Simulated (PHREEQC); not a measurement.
4.2 g of hydrous ferric oxide (600 m²/g; 0.2 weak and 0.005 strong sites per Fe, Dzombak-Morel constants, diffuse double layer) in 1 kg of water with 0.3 mol/kgw of an inert sodium salt and 3.4 mmol/kgw MnCl2, at 25 °C; the pH is set by adding NaOH or the inert anion's acid. No oxygen is let in. No CO2 enters from the air. No solid was allowed to form.

The numbers come from PHREEQC with the ion-association model, wateq4f.dat.

### Question
Predict Mn sorbed (%), surface charge σ (C/m²), surface potential ψ (mV) at pH = 5, 8, 10.5.

### Answer
```tsv
pH	Mn sorbed (%)	surface charge σ (C/m²)	surface potential ψ (mV)
5	0.9	0.271	109
8	91.3	0.049	36
10.5	100.0	-0.073	-49
```

The oxide is taken as insoluble; below pH 4 it would dissolve.
